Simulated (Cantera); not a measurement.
HMDSO + N2O + N2 + NO (silicon oxide and oxynitride deposition)

Feed: 1 mol HMDSO, 1.7 mol N2O, 6.8 mol N2, 21 mol NO, held at 0.140 bar.

Equilibrium computed with Cantera from the NASA thermochemical tables; the gas is ideal and each condensed phase is pure. Candidate condensed phases: C, C6H6, C7H8, C8H18, H2O, Si, SiC, SiO2, Si2N2O, Si3N4; 151 gas species. The feed counts by its element totals alone. The tables hold silica as quartz up to 1696 K and as liquid above; real silica turns to tridymite and cristobalite and melts near 1996 K. Gases not in the tables: Si(OH)4. Equilibrium is a limit: real reactors are often held back by kinetics, nucleation or transport.

At 425 °C the condensed part is SiO2(α-quartz). From 625 °C to 1225 °C the condensed part is SiO2(β-quartz). From 1425 °C to 1625 °C the condensed part is SiO2(condensed).

| T (°C) | log p N2 | log p H2O | log p CO2 | log p H2 | log p CO | n SiO2(α-quartz) | n SiO2(β-quartz) | n SiO2(condensed) |
|---|---|---|---|---|---|---|---|---|
| 425 | -1.11 | -1.49 | -1.61 | -2.31 | -3.41 | 2.00 | 0 | 0 |
| 625 | -1.11 | -1.48 | -1.63 | -2.39 | -2.90 | 0 | 2.00 | 0 |
| 825 | -1.11 | -1.47 | -1.65 | -2.49 | -2.67 | 0 | 2.00 | 0 |
| 1025 | -1.11 | -1.46 | -1.66 | -2.60 | -2.55 | 0 | 2.00 | 0 |
| 1225 | -1.11 | -1.46 | -1.67 | -2.68 | -2.48 | 0 | 2.00 | 0 |
| 1425 | -1.11 | -1.45 | -1.68 | -2.75 | -2.44 | 0 | 0 | 2.00 |
| 1625 | -1.11 | -1.45 | -1.68 | -2.81 | -2.42 | 0 | 0 | 2.00 |
log p: log10 of the partial pressure in bar; n: condensed amount in mol.
